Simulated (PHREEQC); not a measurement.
1 kg of water meets 20 L of dry gas (N2 1 by moles) at fixed total pressure, at 10 °C; fugacities by Peng-Robinson. The gases take part in no redox reaction, some water evaporates into the gas, and hydrates or a liquid gas phase aren't modelled. Nothing may precipitate in this run.

The numbers come from PHREEQC with the ion-association model, phreeqc.dat.

```csv
P (atm),dissolved N2 (mol/kgw),φ of N2
2,0.00169,0.999
5,…,0.997
10,0.00836,…
20,0.0164,0.988
30,0.0242,0.983
40,0.0317,…
50,0.0390,0.974
75,0.0561,0.965
100,0.0720,0.958
150,…,0.951
200,0.126,0.951
```

Problem. Fill in the missing entries.

Solution. 
- 5, dissolved N2 (mol/kgw): 0.00421
- 10, φ of N2: 0.994
- 40, φ of N2: 0.978
- 150, dissolved N2 (mol/kgw): 0.101

Species that the database lacks are ignored. Away from 25 °C the constants follow the database's enthalpies or fits; those with neither stay at their 25 °C values.
